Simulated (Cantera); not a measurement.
## Reactions in the system H-O-V

Source: NASA polynomial tables (part measured, part estimated), evaluated in Cantera. Values are per mole of reaction as written; species without (g) are pure solids or liquids, kept so even where they would boil at 1 bar.

H2O(g) + V2O4 = 2 OH(g) + V2O3

```json
[
 {"T (K)": "375", "ΔH° (kJ)": "520.8", "ΔS° (J/K)": "149.6", "ΔG° (kJ)": "464.7", "log10 K": "-64.73"},
 {"T (K)": "475", "ΔH° (kJ)": "521.5", "ΔS° (J/K)": "151.1", "ΔG° (kJ)": "449.7", "log10 K": "-49.45"},
 {"T (K)": "575", "ΔH° (kJ)": "521.8", "ΔS° (J/K)": "151.8", "ΔG° (kJ)": "434.5", "log10 K": "-39.47"},
 {"T (K)": "675", "ΔH° (kJ)": "522.0", "ΔS° (J/K)": "152.0", "ΔG° (kJ)": "419.3", "log10 K": "-32.45"},
 {"T (K)": "775", "ΔH° (kJ)": "521.9", "ΔS° (J/K)": "151.9", "ΔG° (kJ)": "404.1", "log10 K": "-27.24"},
 {"T (K)": "875", "ΔH° (kJ)": "521.7", "ΔS° (J/K)": "151.7", "ΔG° (kJ)": "389.0", "log10 K": "-23.22"}
]
```
